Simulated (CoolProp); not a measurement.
R143a at several states: fugacity coefficient from the reference equation and from simpler models built on Tc = 72.7 °C, pc = 3762 kPa, ω = 0.261; each cubic takes its own stable root.

Model: reference Helmholtz-energy equation of state, Lemmon and Jacobsen 2000, in CoolProp.

```json
[
 {"T (°C)": "-17.55", "p (kPa)": "328", "phase": "gas", "reference": "0.9057", "Redlich-Kwong": "0.9312", "Soave-Redlich-Kwong": "0.9245", "Peng-Robinson": "0.9205"},
 {"T (°C)": "172.65", "p (kPa)": "893", "phase": "gas", "reference": "0.9653", "Redlich-Kwong": "0.9627", "Soave-Redlich-Kwong": "0.9691", "Peng-Robinson": "0.9626"},
 {"T (°C)": "10.95", "p (kPa)": "1110", "phase": "liquid", "reference": "0.6514", "Redlich-Kwong": "0.8268", "Soave-Redlich-Kwong": "0.6788", "Peng-Robinson": "0.6639"},
 {"T (°C)": "207.15", "p (kPa)": "696", "phase": "gas", "reference": "0.9798", "Redlich-Kwong": "0.9770", "Soave-Redlich-Kwong": "0.9826", "Peng-Robinson": "0.9780"},
 {"T (°C)": "91.05", "p (kPa)": "4610", "phase": "supercritical", "reference": "0.6468", "Redlich-Kwong": "0.6564", "Soave-Redlich-Kwong": "0.6682", "Peng-Robinson": "0.6424"},
 {"T (°C)": "128.05", "p (kPa)": "61.5", "phase": "gas", "reference": "0.9964", "Redlich-Kwong": "0.9964", "Soave-Redlich-Kwong": "0.9967", "Peng-Robinson": "0.9962"}
]
```

At some of these states Redlich-Kwong gives the other phase, because its saturation line lies elsewhere.
